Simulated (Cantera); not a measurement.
**Roasting and sulfation: FeS₂ + O₂ + H₂O**

A closed system holds: 1 mol FeS₂, 4.6 mol O₂, 0.12 mol H₂O, at 1425 K and 0.133 bar.

These are equilibrium values from Cantera (NASA tables, ideal gas, pure condensed phases), not measurements of a reactor. Candidate condensed phases: Fe, FeO, Fe(OH)₂, Fe(OH)₃, FeS, FeSO₄, FeS₂, Fe₂O₃, Fe₂(SO₄)₃, Fe₃O₄, H₂O, H₂SO₄, S; 22 gas species. The numbers say what is thermodynamically allowed, not how fast it happens.

- x(SO₂): 0.499
- x(O₂): 0.464
- x(H₂O): 0.0303
- x(SO₃): 0.00694
- x(OH): 4.37e-5
- x(O): 2.59e-6
- n(Fe₂O₃(s)): 0.500 mol
- gas amount: 3.956 mol
- log10 activity of Fe(γ) (absent): -7.46
- log10 activity of Fe(OH)₂(s) (absent): -9.36
- log10 activity of S(l) (absent): -10.54
